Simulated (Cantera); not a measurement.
# Thermodynamics of thermal oxidation and active oxidation of silicon, feed Si + H2O + H2 + O2

Feed: 1 mol Si, a varied amount of H2O, 260 mol H2, 0.0015 mol O2, equilibrated at 1550 °C and 0.00133 bar.

Cantera equilibrium calculation (NASA polynomials, part measured and part estimated; ideal gas, pure solids and liquids). Candidate condensed phases: H2O, Si, SiO2; 18 gas species. Gases not in the tables: Si2H6 and higher silanes. The numbers say what is thermodynamically allowed, not how fast it happens.

At 0.045 mol H2O the condensed part is Si(l). From 0.075 mol H2O to 0.98 mol H2O nothing is condensed. The main Si-bearing gas is Si at 0.045 mol H2O and SiO at 0.98 mol H2O.

```
n(H2O) (mol)   x H2     x H     x SiO     x Si     x SiH  n Si(l)
------------  -----  ------  --------  -------  --------  -------
0.045         0.985  0.0118  0.000183  0.00332  0.000128   0.0235
0.075         0.984  0.0118  0.000297  0.00329  0.000127        0
0.13          0.984  0.0118  0.000506  0.00310  0.000120        0
0.21          0.984  0.0118  0.000811  0.00282  0.000109        0
0.35          0.984  0.0118   0.00134  0.00232   8.98e-5        0
0.58          0.984  0.0118   0.00222  0.00150   5.81e-5        0
0.98          0.984  0.0118   0.00373  6.18e-5   2.39e-6        0
```
x: gas mole fraction; n: condensed amount in mol.
